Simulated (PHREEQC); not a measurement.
Dissolve 0.088 mol/kgw CdBr2 at 93 °C. Closed to the air; pH follows from the charge balance.

Computed with PHREEQC (ion-association model, phreeqc.dat).

Each row changes one thing in this solution. This is a speciation only: nothing precipitates in the calculation.

```json
[
 {"case": "as made", "pH": "5.23", "ionic strength (mol/kgw)": "0.106", "Br- (mol/kgw)": "0.0884"},
 {"case": "CdBr2 replaced by KBr at the same molality", "pH": "6.16", "ionic strength (mol/kgw)": "0.0880", "Br- (mol/kgw)": "0.0880"},
 {"case": "CdBr2 from 0.088 to 0.0968 mol/kgw", "pH": "5.23", "ionic strength (mol/kgw)": "0.114", "Br- (mol/kgw)": "0.0952"},
 {"case": "temperature from 93 to 5 °C", "pH": "?", "ionic strength (mol/kgw)": "0.0967", "Br- (mol/kgw)": "0.0849"},
 {"case": "CdBr2 from 0.088 to 0.44 mol/kgw", "pH": "5.13", "ionic strength (mol/kgw)": "0.324", "Br- (mol/kgw)": "0.291"},
 {"case": "diluted 5-fold with water", "pH": "5.36", "ionic strength (mol/kgw)": "0.0312", "Br- (mol/kgw)": "0.0239"},
 {"case": "diluted 10-fold with water", "pH": "?", "ionic strength (mol/kgw)": "0.0179", "Br- (mol/kgw)": "?"}
]
```

### Question
Fill in the missing entries.

### Answer

- temperature from 93 to 5 °C, pH: 6.50
- diluted 10-fold with water, pH: 5.43
- diluted 10-fold with water, Br- (mol/kgw): 0.0132

Away from 25 °C the constants follow the database's enthalpies or fits; those with neither stay at their 25 °C values.
